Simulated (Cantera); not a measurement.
Feed: 1 mol Si, 5.6 mol NF3, at 1.28 Torr.

These are equilibrium values from Cantera (NASA tables, ideal gas, pure condensed phases), not measurements of a reactor. Candidate condensed phases: Si, Si3N4; 16 gas species. Equilibrium is a limit: real reactors are often held back by kinetics, nucleation or transport. All values below are at 300 °C.

Base state: NF3 0.634, SiF4 0.160, N2 0.132, F2 0.0742, F 0.000432 (mole fractions); condensed: gas only.

Question: What changes in the equilibrium state with this change: pressure from 1.28 Torr to 100 Torr?

Answer: 
```json
[
 {"species": "NF3", "before": "0.634", "after": "0.714"},
 {"species": "SiF4", "before": "0.160", "after": "0.168"},
 {"species": "N2", "before": "0.132", "after": "0.114"},
 {"species": "F2", "before": "0.0742", "after": "0.00461"},
 {"species": "F", "before": "0.000432", "after": "1.22e-5"}
]
```
